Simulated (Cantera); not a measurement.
**CH₃SiCl₃ + H₂ + HCl (silicon carbide growth)**

A closed system holds: 1 mol CH₃SiCl₃, 820 mol H₂, 0.089 mol HCl, equilibrated at 2048.15 K.

These are equilibrium values from Cantera (NASA tables, ideal gas, pure condensed phases), not measurements of a reactor. Candidate condensed phases: C, C₆H₆, C₇H₈, C₈H₁₈, Si, SiC; 109 gas species. The feed counts by its element totals alone. Gases not in the tables: Si₂H₆ and higher silanes. Rates play no part.

```tsv
P (Pa)	x H₂	x H	x HCl	x Si	x C₂H₂ (acetylene)	x Cl	x CH₄	x SiH₂	n SiC(s)
100	0.926	0.0682	0.00343	0.00110	0.000549	0.000187	2.42e-7	1.87e-6	0
320	0.956	0.0387	0.00356	0.00107	0.000554	0.000107	8.14e-7	6.01e-6	0
1000	0.973	0.0221	0.00363	0.000768	0.000422	6.11e-5	2.28e-6	1.37e-5	0.244
3200	0.983	0.0124	0.00368	0.000345	0.000207	3.44e-5	5.19e-6	1.99e-5	0.636
10000	0.989	0.00705	0.00370	0.000154	0.000107	1.95e-5	1.18e-5	2.79e-5	0.807
32000	0.992	0.00395	0.00371	6.63e-5	5.63e-5	1.09e-5	2.75e-5	3.86e-5	0.880
100000	0.994	0.00223	0.00371	3.01e-5	2.82e-5	6.18e-6	6.08e-5	5.47e-5	0.900
```
x: gas mole fraction; n: condensed amount in mol.

From 0.00100 bar to 0.00320 bar nothing is condensed. From 0.0100 bar to 1.00 bar the condensed part is SiC(s). The main Si-bearing gas is Si at 0.00100 bar and SiH₂ at 1.00 bar.
